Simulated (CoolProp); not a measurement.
Vapour-liquid equilibrium of ethanol (1) + toluene (2) at 376 K; x and y are mole fractions of (1).

Values from CoolProp's multi-fluid Helmholtz-energy mixture model, Schroeder 2014 and Lemmon 2006; pair parameters Bell 2016.

```csv
x,"bubble pressure, mixture model (MPa)","bubble pressure, Raoult's law (MPa)","y, mixture model","y, Raoult's law"
0.05,0.1246,0.08919,[?],0.138
0.125,0.1689,0.1016,0.555,0.304
0.2,0.1958,0.1141,[?],0.433
0.275,0.2121,0.1266,[?],0.537
0.35,0.2223,0.1390,0.697,0.622
0.425,0.2290,0.1515,0.715,0.693
0.5,0.2341,0.1639,0.731,0.753
0.575,0.2384,0.1764,0.747,0.805
0.65,[?],0.1888,[?],0.850
0.725,0.2461,0.2013,[?],0.890
0.8,0.2489,0.2138,0.829,0.924
0.875,0.2503,0.2262,[?],0.955
0.95,0.2494,0.2387,0.944,0.983
```

Question: Complete the blanks.

Answer: 
- 0.05, y, mixture model: 0.369
- 0.2, y, mixture model: 0.632
- 0.275, y, mixture model: 0.672
- 0.65, bubble pressure, mixture model (MPa): 0.2424
- 0.65, y, mixture model: 0.768
- 0.725, y, mixture model: 0.794
- 0.875, y, mixture model: 0.878

The largest gap from Raoult's law is +71.6 % in bubble pressure, at x = 0.2. y crosses x between x = 0.875 and 0.95: the model has an azeotrope there.

The pair parameters rest on a limited set of measurements; away from them the model extrapolates. With so large a gap from Raoult's law the liquid may split in two, which this calculation doesn't test in full.
